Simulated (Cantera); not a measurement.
Cantera run:

```python
import numpy as np
import cantera as ct

gas_names = """
    CL CL2 H HCL H2 Si SiCL SiCL2 SiCL3 SiCL4 SiH SiHCL3 SiH2 SiH2CL2 SiH3 SiH3CL SiH4 Si2 Si3
""".split()
cond_names = """
    Si(cr) Si(L)
""".split()


# ... load() reads the species with a 1 bar reference pressure and builds the phases ...
atoms = {
    'SiCl4': {'Si': 1, 'CL': 4},
    'HCl': {'H': 1, 'CL': 1},
    'H2': {'H': 2},
}
top_T = {}  # K; cautious upper limits of use, not melting points


# ... equilibrate(T, P, feed) seeds the gas with the atoms and calls Mixture.equilibrate('TP', solver="gibbs", rtol=1e-10, max_steps=50000) ...
results = []
feed = {'SiCl4': 1, 'HCl': 0.29, 'H2': 37}  # mol
P = 1000  # Pa
for T in [973, 998, 1023, 1048, 1073, 1098, 1123, 1148, 1173, 1198, 1223, 1248, 1273, 1298]:
    mix = equilibrate(T, P, feed)
    results.append((T, P, feed, dict(zip(mix.species_names, mix.species_moles))))

top = {s: max(r[3][s] / sum(r[3][g] for g in gas_names) for r in results) for s in gas_names}
cols = sorted((s for s in top if top[s] > 1e-05), key=lambda s: -top[s])[:9]
seen = [c for c in cond_names if any(r[3].get(c, 0) > 1e-12 for r in results)]
print("log10 of partial pressures in bar; condensed amounts in mol")
print(f"{'T/K':>10s}" + "".join(f"{s[:9]:>10s}" for s in cols + seen))
for T, P, feed, n in results:
    ng = sum(n[g] for g in gas_names)
    print(f"{T:10.4g}" + "".join(f"{np.log10(max(n[s] / ng * P / 1e5, 1e-99)):10.3f}" for s in cols)
          + "".join(f"{n.get(c, 0):10.4g}" for c in seen))
```

Output:

```
log10 of partial pressures in bar; condensed amounts in mol
       T/K        H2       HCL     SiCL4     SiCL2    SiHCL3     SiCL3   SiH2CL2         H    Si(cr)
       973    -2.020    -3.713    -3.735    -5.200    -4.292    -5.196    -5.830    -9.976   0.04313
       998    -2.021    -3.626    -3.764    -5.003    -4.318    -5.078    -5.840    -9.678    0.0785
      1023    -2.023    -3.546    -3.802    -4.820    -4.351    -4.973    -5.855    -9.394    0.1159
      1048    -2.025    -3.473    -3.848    -4.652    -4.390    -4.881    -5.876    -9.124    0.1541
      1073    -2.027    -3.407    -3.906    -4.498    -4.438    -4.804    -5.902    -8.867    0.1915
      1098    -2.029    -3.349    -3.978    -4.360    -4.496    -4.743    -5.936    -8.621    0.2263
      1123    -2.031    -3.297    -4.067    -4.239    -4.567    -4.700    -5.978    -8.386    0.2569
      1148    -2.033    -3.254    -4.175    -4.134    -4.651    -4.676    -6.030    -8.162    0.2819
      1173    -2.035    -3.220    -4.303    -4.047    -4.751    -4.672    -6.092    -7.946    0.3007
      1198    -2.037    -3.193    -4.451    -3.976    -4.866    -4.687    -6.165    -7.740    0.3132
      1223    -2.038    -3.173    -4.619    -3.921    -4.995    -4.721    -6.246    -7.541    0.3203
      1248    -2.039    -3.159    -4.800    -3.879    -5.134    -4.769    -6.335    -7.350    0.3229
      1273    -2.040    -3.150    -4.992    -3.847    -5.281    -4.828    -6.428    -7.167    0.3223
      1298    -2.041    -3.144    -5.189    -3.823    -5.431    -4.894    -6.524    -6.990    0.3194
```

These are equilibrium values from Cantera (NASA tables, ideal gas, pure condensed phases), not measurements of a reactor. The tables' values for SiCl3 are old estimates; treat these amounts as uncertain.
